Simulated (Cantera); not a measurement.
A closed system holds: 1 mol SiC, 0.019 mol O₂, 120 mol N₂, held at 1298.15 K.

Equilibrium computed with Cantera from the NASA thermochemical tables; the gas is ideal and each condensed phase is pure. Candidate condensed phases: C, Si, SiC, SiO₂, Si₂N₂O, Si₃N₄; 34 gas species. N₂ is the only nitrogen source here; it is nearly inert below about 1500 K, so the nitride shown seldom forms there in practice. Mutual solubility and eutectic melting of coexisting phases are not modelled. Equilibrium is a limit: real reactors are often held back by kinetics, nucleation or transport.

x: gas mole fraction; n: condensed amount in mol.

```json
[
 {"P (Pa)": "0.100", "x N₂": "1.000", "x CO": "0.000160", "x SiO": "0.000156", "x Si": "4.35e-6", "n SiC(s)": "0.981", "n Si₂N₂O(s)": "0", "n C(graphite)": "0", "n Si₃N₄(s)": "0"},
 {"P (Pa)": "2.50", "x N₂": "1.000", "x CO": "0.000197", "x SiO": "(withheld)", "x Si": "(withheld)", "n SiC(s)": "0.976", "n Si₂N₂O(s)": "(withheld)", "n C(graphite)": "0", "n Si₃N₄(s)": "0"},
 {"P (Pa)": "63", "x N₂": "1.000", "x CO": "0.000211", "x SiO": "6.04e-7", "x Si": "3.75e-10", "n SiC(s)": "0.975", "n Si₂N₂O(s)": "0.0126", "n C(graphite)": "0", "n Si₃N₄(s)": "0"},
 {"P (Pa)": "1600", "x N₂": "1.000", "x CO": "(withheld)", "x SiO": "(withheld)", "x Si": "(withheld)", "n SiC(s)": "0", "n Si₂N₂O(s)": "0.0352", "n C(graphite)": "0.997", "n Si₃N₄(s)": "0.310"},
 {"P (Pa)": "40000", "x N₂": "1.000", "x CO": "2.76e-6", "x SiO": "7.75e-11", "x Si": "<1e-12", "n SiC(s)": "0", "n Si₂N₂O(s)": "0.0377", "n C(graphite)": "1.000", "n Si₃N₄(s)": "0.308"},
 {"P (Pa)": "1000000", "x N₂": "1.00", "x CO": "3.22e-7", "x SiO": "1.06e-12", "x Si": "<1e-12", "n SiC(s)": "0", "n Si₂N₂O(s)": "0.0380", "n C(graphite)": "1.000", "n Si₃N₄(s)": "0.308"}
]
```

Complete the blanks.


- 1600, x CO: 2.36e-5
- 1600, x SiO: 5.66e-9
- 1600, x Si: 2.44e-12
- 2.50, x SiO: 4.36e-5
- 2.50, x Si: 8.31e-8
- 2.50, n Si₂N₂O(s): 0.00917
